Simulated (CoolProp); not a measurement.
Vapour-liquid equilibrium of sulfur hexafluoride (1) + n-pentane (2) at 16.75 °C; x and y are mole fractions of (1).

The numbers come from the multi-fluid Helmholtz-energy mixture model, Guder 2009 and Thol 2019; pair parameters Bell 2016 in CoolProp.

Question: Give the bubble pressure and the first vapour's composition at x = 0.35, 0.5, 0.95. Is there an azeotrope?

Answer: x = 0.35: 1451 kPa, y = 0.956; x = 0.5: 1529 kPa, y = 0.958; x = 0.95: 1838 kPa, y = 0.986. No azeotrope shows between x = 0.05 and 0.95.

The pair parameters rest on a limited set of measurements; away from them the model extrapolates. With so large a gap from Raoult's law the liquid may split in two, which this calculation doesn't test in full.
